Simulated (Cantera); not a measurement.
Gas mixture: CH₄ = 0.26 (molar parts), at 0.00247 atm, frozen composition.

Cantera's kinetic-theory transport with the Lennard-Jones parameters of GRI-Mech 3.0, ideal gas; thermal conductivity in the multicomponent form. The composition is frozen, though it would react at the higher temperatures.

One state of this run: ρ (kg/m³) = 0.000482; cp (J/kg/K) = 4589; μ (µPa s) = 27.7; λ (mW/m/K) = 174; Pr = 0.730; D (cm²/s) O = 1060; D (cm²/s) C₂H₂ = 601; D (cm²/s) H₂O = 880. D: mixture-averaged diffusion coefficient of that species in the mixture.

Which value of T (K) does it belong to?
A) 400
B) 900
C) 1000
D) 600

C, 1000
